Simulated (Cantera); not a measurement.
Charge: 1 mol MgO, 0.9 mol CH4, 0.63 mol CO, held at 625 °C and 1.00 bar.

Cantera equilibrium calculation (NASA polynomials, part measured and part estimated; ideal gas, pure solids and liquids). Candidate condensed phases: C, C6H6, C7H8, C8H18, H2O, Mg, MgCO3, MgO, Mg(OH)2; 116 gas species. The numbers say what is thermodynamically allowed, not how fast it happens.

Base state: H2 0.598, H2O 0.142, CH4 0.115, CO 0.0938, CO2 0.0517 (mole fractions); condensed: C(graphite) + MgO(s).

What changes in the equilibrium state with this change: temperature from 625 °C to 877 °C?


```tsv
species	before	after
H2	0.598	0.725
CO	0.0938	0.252
CH4	0.115	0.0123
H2O	0.142	0.00856
CO2	0.0517	0.00250
C(graphite), mol	1.05	0.897
MgO(s), mol	1.00	1.00
```

What changes in the equilibrium state with this change: CO from 0.63 to 0.37 mol?


```csv
species,before,after
H2,0.598,0.665
CH4,0.115,0.142
H2O,0.142,0.106
CO,0.0938,0.0633
CO2,0.0517,0.0236
"C(graphite), mol",1.05,0.880
"MgO(s), mol",1.00,1.00
```
